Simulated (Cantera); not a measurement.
An isothermal, constant-pressure homogeneous reactor starts with CH4 : CO2 : H2 = 1 : 1.4 : 0.18 (molar parts), at 1700 K and 10500 Torr.

Detailed kinetics in Cantera: GRI-Mech 3.0 (53 species, 325 reactions). The pressure lies above the range GRI-Mech 3.0 was tuned for (to about 10 atm).

Predict: x(CH4) at 2.00 s; x(CO2) at 2.00 s; x(H2) at 2.00 s; x(CH2) at 2.00 s; x(CH2CO) at 2.00 s.

x(CH4) at 2.00 s: 0.0121 (gas-phase equilibrium 5.50e-5)
x(CO2) at 2.00 s: 0.0282 (gas-phase equilibrium 0.0230)
x(H2) at 2.00 s: 0.388 (gas-phase equilibrium 0.411)
x(CH2) at 2.00 s: 1.05e-9 (gas-phase equilibrium 4.40e-12)
x(CH2CO) at 2.00 s: 1.31e-6 (gas-phase equilibrium 5.18e-9)
